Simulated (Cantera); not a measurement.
A Cantera script and what it prints.

```python
import numpy as np
import cantera as ct

gas_names = """
    CL CLO CL2 H HCL HNO HNO2 HNO3 HOCL HO2 H2 H2O H2O2 N NH NH2 NH3 NH2OH NO NO2 NO3 N2 N2H2 N2H4 N2O O
    OH O2 O3 Sr SrCL SrCL2 SrO SrOH SrO2H2
""".split()
cond_names = """
    H2O(s) H2O(L) NH4CL(a) NH4CL(b) Sr(a) Sr(b) Sr(L) SrCL2(a) SrCL2(b) SrCL2(L) SrO(s) SrO(L) SrO2H2(s)
    SrO2H2(L)
""".split()


# ... load() reads the species with a 1 bar reference pressure and builds the phases ...
atoms = {
    'SrCl2': {'Sr': 1, 'CL': 2},
    'H2O': {'H': 2, 'O': 1},
    'N2': {'N': 2},
}
top_T = {}  # K; cautious upper limits of use, not melting points


# ... equilibrate(T, P, feed) seeds the gas with the atoms and calls Mixture.equilibrate('TP', solver="vcs", rtol=1e-11, max_steps=5000) ...
results = []
feed = {'SrCl2': 1, 'H2O': 0.17, 'N2': 130}  # mol
P = 32  # Pa
for T in [1075, 1150, 1225, 1300, 1375, 1450, 1525, 1600, 1675, 1750, 1825, 1900, 1975, 2050]:
    mix = equilibrate(T, P, feed)
    results.append((T, P, feed, dict(zip(mix.species_names, mix.species_moles))))

top = {s: max(r[3][s] / sum(r[3][g] for g in gas_names) for r in results) for s in gas_names}
cols = sorted((s for s in top if top[s] > 0.0001), key=lambda s: -top[s])[:8]
seen = [c for c in cond_names if any(r[3].get(c, 0) > 1e-12 for r in results)]
print("log10 of partial pressures in bar; condensed amounts in mol")
print(f"{'T/K':>10s}" + "".join(f"{s[:9]:>10s}" for s in cols + seen))
for T, P, feed, n in results:
    ng = sum(n[g] for g in gas_names)
    print(f"{T:10.4g}" + "".join(f"{np.log10(max(n[s] / ng * P / 1e5, 1e-99)):10.3f}" for s in cols)
          + "".join(f"{n.get(c, 0):10.4g}" for c in seen))
```

Output:

```
log10 of partial pressures in bar; condensed amounts in mol
       T/K        N2     SrCL2        CL         H      SrCL       H2O        Sr       HCL  SrCL2(b)  SrCL2(L)    SrO(s)
      1075    -3.496    -7.500   -10.030   -12.881   -14.985    -6.413   -20.603    -7.200    0.9743         0   0.01285
      1150    -3.496    -6.483    -9.247   -11.858   -13.253    -6.472   -18.342    -6.795         0    0.8332   0.03274
      1225    -3.499    -5.645    -8.624   -10.954   -11.723    -6.593   -16.284    -6.500         0  0.005516   0.06533
      1300    -3.499    -5.640    -8.295   -10.231   -10.883    -6.572   -14.752    -6.541         0         0   0.06004
      1375    -3.499    -5.638    -8.005    -9.586   -10.135    -6.558   -13.384    -6.579         0         0   0.05605
      1450    -3.499    -5.637    -7.746    -9.006    -9.463    -6.550   -12.156    -6.615         0         0   0.05339
      1525    -3.499    -5.636    -7.513    -8.484    -8.857    -6.551   -11.047    -6.649         0         0   0.05195
      1600    -3.499    -5.637    -7.301    -8.015    -8.310    -6.563   -10.043    -6.685         0         0   0.05147
      1675    -3.499    -5.639    -7.107    -7.596    -7.814    -6.590    -9.133    -6.726         0         0   0.05097
      1750    -3.499    -5.643    -6.926    -7.228    -7.366    -6.638    -8.310    -6.775         0         0   0.04724
      1825    -3.499    -5.653    -6.752    -6.915    -6.969    -6.714    -7.574    -6.837         0         0   0.03021
      1900    -3.500    -5.675    -6.531    -6.652    -6.677    -6.863    -7.033    -6.859         0         0         0
      1975    -3.500    -5.718    -6.240    -6.437    -6.515    -7.176    -6.727    -6.823         0         0         0
      2050    -3.501    -5.788    -5.983    -6.292    -6.383    -7.628    -6.447    -6.856         0         0         0
```

Cantera equilibrium calculation (NASA polynomials, part measured and part estimated; ideal gas, pure solids and liquids). Mutual solubility and eutectic melting of coexisting phases are not modelled. Condensed phases not in the tables: oxide chlorides.
